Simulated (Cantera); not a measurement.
A jet of 4.17 % CH4, 13.5 % O2, 82.3 % N2, equivalence ratio 0.62 at 300 K and 0.0420 bar hits a platinum plate 2.5 cm away at a mass flux of 0.071 kg/m²/s; the plate temperature is set and raised in steps from an oxygen-covered start.

Cantera simulation using Deutschmann's 1995 Pt surface mechanism with GRI-Mech 3.0 gas chemistry; the numbers are that mechanism's predictions, not measurements. Catalytic surfaces can have several steady states; this one follows from the mechanism file's or the stated starting coverage.

One state of this run: wall x CH4 = 0.0252; wall x O2 = 0.100; wall x H2O = 0.0307; wall x OH = 3.09e-7; wall x CO = 2.02e-5; wall x CO2 = 0.0201; θ free Pt = 0.390; θ O* = 0.609. x: mole fraction at the wall; θ: surface coverage.

### Question
Which value of plate T (K) does it belong to?
A) 900
B) 1050
C) 1000
D) 1100

### Answer
C, 1000
